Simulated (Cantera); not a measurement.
Charge: 1 mol SiC, 0.41 mol O2, a varied amount of H2, at 1325 K and 0.530 bar.

Equilibrium computed with Cantera from the NASA thermochemical tables; the gas is ideal and each condensed phase is pure. Candidate condensed phases: C, C6H6, C7H8, C8H18, H2O, Si, SiC, SiO2; 123 gas species. Mutual solubility and eutectic melting of coexisting phases are not modelled. The tables hold silica as quartz up to 1696 K and as liquid above; real silica turns to tridymite and cristobalite and melts near 1996 K. Rates play no part.

log p: log10 of the partial pressure in bar; n: condensed amount in mol.

```json
[
 {"n(H2) (mol)": "4.2", "log p H2": "-0.28", "log p CH4": "-2.73", "log p CO": "-3.03", "log p H2O": "-5.45", "log p SiO": "-6.09", "log p H": "-5.93", "log p C2H4": "-6.31", "n C(graphite)": "0.384", "n SiC(s)": "0.594", "n SiO2(β-quartz)": "0.406"},
 {"n(H2) (mol)": "6.8", "log p H2": "-0.28", "log p CH4": "-2.73", "log p CO": "-3.03", "log p H2O": "-5.45", "log p SiO": "-6.09", "log p H": "-5.93", "log p C2H4": "-6.31", "n C(graphite)": "0.368", "n SiC(s)": "0.596", "n SiO2(β-quartz)": "0.404"},
 {"n(H2) (mol)": "11", "log p H2": "-0.28", "log p CH4": "-2.73", "log p CO": "-3.03", "log p H2O": "-5.45", "log p SiO": "-6.09", "log p H": "-5.93", "log p C2H4": "-6.31", "n C(graphite)": "0.342", "n SiC(s)": "0.600", "n SiO2(β-quartz)": "0.400"},
 {"n(H2) (mol)": "18", "log p H2": "-0.28", "log p CH4": "-2.73", "log p CO": "-3.03", "log p H2O": "-5.45", "log p SiO": "-6.09", "log p H": "-5.93", "log p C2H4": "-6.31", "n C(graphite)": "0.299", "n SiC(s)": "0.606", "n SiO2(β-quartz)": "0.394"},
 {"n(H2) (mol)": "29", "log p H2": "-0.28", "log p CH4": "-2.73", "log p CO": "-3.03", "log p H2O": "-5.45", "log p SiO": "-6.09", "log p H": "-5.93", "log p C2H4": "-6.31", "n C(graphite)": "0.231", "n SiC(s)": "0.616", "n SiO2(β-quartz)": "0.384"},
 {"n(H2) (mol)": "46", "log p H2": "-0.28", "log p CH4": "-2.73", "log p CO": "-3.03", "log p H2O": "-5.45", "log p SiO": "-6.09", "log p H": "-5.93", "log p C2H4": "-6.31", "n C(graphite)": "0.126", "n SiC(s)": "0.631", "n SiO2(β-quartz)": "0.369"},
 {"n(H2) (mol)": "74", "log p H2": "-0.28", "log p CH4": "-2.77", "log p CO": "[?]", "log p H2O": "-5.47", "log p SiO": "-6.08", "log p H": "-5.93", "log p C2H4": "[?]", "n C(graphite)": "0", "n SiC(s)": "0.647", "n SiO2(β-quartz)": "0.352"},
 {"n(H2) (mol)": "120", "log p H2": "-0.28", "log p CH4": "-2.94", "log p CO": "-3.35", "log p H2O": "-5.55", "log p SiO": "-5.99", "log p H": "-5.92", "log p C2H4": "-6.74", "n C(graphite)": "0", "n SiC(s)": "0.641", "n SiO2(β-quartz)": "0.359"},
 {"n(H2) (mol)": "190", "log p H2": "-0.28", "log p CH4": "[?]", "log p CO": "[?]", "log p H2O": "[?]", "log p SiO": "[?]", "log p H": "-5.92", "log p C2H4": "[?]", "n C(graphite)": "0", "n SiC(s)": "0.635", "n SiO2(β-quartz)": "0.365"},
 {"n(H2) (mol)": "310", "log p H2": "-0.28", "log p CH4": "-3.30", "log p CO": "-3.88", "log p H2O": "-5.73", "log p SiO": "-5.81", "log p H": "-5.92", "log p C2H4": "-7.45", "n C(graphite)": "0", "n SiC(s)": "0.628", "n SiO2(β-quartz)": "0.371"},
 {"n(H2) (mol)": "500", "log p H2": "-0.28", "log p CH4": "-3.48", "log p CO": "-4.16", "log p H2O": "-5.82", "log p SiO": "-5.72", "log p H": "-5.92", "log p C2H4": "-7.82", "n C(graphite)": "0", "n SiC(s)": "0.623", "n SiO2(β-quartz)": "0.376"}
]
```

Fill in the missing entries.


- 190, log p CH4: -3.11
- 190, log p CO: -3.61
- 190, log p H2O: -5.64
- 190, log p SiO: -5.90
- 190, log p C2H4: -7.08
- 74, log p CO: -3.09
- 74, log p C2H4: -6.39
